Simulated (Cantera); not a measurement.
A closed system holds: 1 mol PbO, 0.1 mol CO, 97 mol H2, equilibrated at 1450 K and 975 Torr.

Cantera equilibrium calculation (NASA polynomials, part measured and part estimated; ideal gas, pure solids and liquids). Candidate condensed phases: C, C6H6, C7H8, C8H18, H2O, Pb, PbO, PbO2, Pb3O4; 113 gas species. Kinetics and transport are ignored.

Base state: H2 0.979, H2O 0.0102, Pb 0.0102, CO 0.00101 (mole fractions); condensed: gas only.

### Question
What changes in the equilibrium state with this change: PbO replaced by Pb?

### Answer
| species | before | after |
|---|---|---|
| H2 | 0.979 | 0.989 |
| Pb | 0.0102 | 0.0102 |
| CO | 0.00101 | 0.000909 |
| H2O | 0.0102 | 0.000111 |
| CH4 | 1.30e-6 | 0.000111 |
